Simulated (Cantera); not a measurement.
A closed system holds: 1 mol Cu, 4.5 mol F₂, equilibrated at 550 °C.

Equilibrium computed with Cantera from the NASA thermochemical tables; the gas is ideal and each condensed phase is pure. Candidate condensed phases: Cu, CuF₂; 6 gas species. The numbers say what is thermodynamically allowed, not how fast it happens.

x: gas mole fraction; n: condensed amount in mol.

```
P (Pa)    x F₂     x F    x CuF₂  n CuF₂(s)
------  ------  ------  --------  ---------
1       0.0633   0.935   0.00161      0.989
5.20     0.226   0.774  0.000310      0.998
27         [?]     [?]       [?]      1.000
140      0.731   0.269   1.15e-5      1.000
720      0.871   0.129   2.24e-6      1.000
3700     0.941     [?]       [?]      1.000
19000    0.973  0.0266   8.49e-8       1.00
100000   0.988  0.0117   1.61e-8       1.00
```

Fill in the missing entries.


- 3700, x F: 0.0593
- 3700, x CuF₂: 4.36e-7
- 27, x F₂: 0.496
- 27, x F: 0.504
- 27, x CuF₂: 5.97e-5
